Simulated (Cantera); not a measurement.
Feed: 1 mol SO2, 3 mol H2O, 5.5 mol O2, at 527 °C.

Method: chemical equilibrium by Gibbs-energy minimisation in Cantera with the NASA 1993 tables (ideal gas, pure condensed phases). Candidate condensed phases: H2O, H2SO4, S; 19 gas species. The ideal-gas law is rough above about 30 bar. Equilibrium is a limit: real reactors are often held back by kinetics, nucleation or transport.

Problem. Which condensed phases are stable at each of these points (P (Pa)): 10, 200, 3900, 77000, 1500000, 30000000?

Solution. 
```
P (Pa)    condensed phases
--------  ----------------
10                gas only
200               gas only
3900              gas only
77000             gas only
1500000           gas only
30000000          H2SO4(l)
```

From 0.0750 Torr to 11300 Torr nothing is condensed. At 225000 Torr the condensed part is H2SO4(l).
